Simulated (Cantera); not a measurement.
## Cr₂O₃ + H₂ + H₂O (hydrogen reduction and annealing atmospheres)

Input: 1 mol Cr₂O₃, 45 mol H₂, a varied amount of H₂O, held at 1 atm.

Method: chemical equilibrium by Gibbs-energy minimisation in Cantera with the NASA 1993 tables (ideal gas, pure condensed phases). Candidate condensed phases: Cr, Cr₂O₃, H₂O; 13 gas species. Mutual solubility and eutectic melting of coexisting phases are not modelled. The numbers say what is thermodynamically allowed, not how fast it happens.

Map the stable condensed phases over T = 998, 1098, 1198, 1298, 1398, 1498, 1598, 1698, 1798, 1898, 1998, 2098, 2198 K and n(H₂O) in mol = 0.084, 0.21, 0.33, 0.46, 0.58, 0.71, 0.83.


```
T in K \ n(H₂O) in mol
         0.084  0.21  0.33  0.46  0.58  0.71  0.83
   2198      A     A     A     A     A     A     B
   2098      A     A     A     A     A     A     B
   1998      A     A     A     A     A     B     B
   1898      A     A     A     B     B     B     B
   1798      A     A     B     B     B     B     B
   1698      A     B     B     B     B     B     B
   1598      A     B     B     B     B     B     B
   1498      B     B     B     B     B     B     B
   1398      B     B     B     B     B     B     B
   1298      B     B     B     B     B     B     B
   1198      B     B     B     B     B     B     B
   1098      B     B     B     B     B     B     B
    998      B     B     B     B     B     B     B
```
A: Cr + Cr₂O₃; B: Cr₂O₃.
